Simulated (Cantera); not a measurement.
Charge: 1 mol Al(CH₃)₃, 0.93 mol N₂, 890 mol H₂, 0.0082 mol H₂O, at 26.0 Pa.

Equilibrium computed with Cantera from the NASA thermochemical tables; the gas is ideal and each condensed phase is pure. Candidate condensed phases: Al, AlN, Al₂O₃, C, C₆H₆, C₇H₈, C₈H₁₈, H₂O; 148 gas species. The feed counts by its element totals alone. The numbers say what is thermodynamically allowed, not how fast it happens.

### Question
Which condensed phases are stable at each of these points (T (K)): 1048, 1148, 1248, 1348, 1448, 1548, 1648, 1748, 1848, 1948, 2048, 2148?

### Answer
```
T (K)      condensed phases  Al condensed (%)
-----  --------------------  ----------------
1048   AlN(s) + C(graphite)             100.0
1148   AlN(s) + C(graphite)             100.0
1248   AlN(s) + C(graphite)             100.0
1348   AlN(s) + C(graphite)              99.8
1448   AlN(s) + C(graphite)              90.6
1548            C(graphite)               0.0
1648            C(graphite)               0.0
1748            C(graphite)               0.0
1848            C(graphite)               0.0
1948            C(graphite)               0.0
2048            C(graphite)               0.0
2148               gas only               0.0
```

From 1048 K to 1448 K the condensed part is AlN(s) + C(graphite). From 1548 K to 2048 K the condensed part is C(graphite). At 2148 K nothing is condensed.
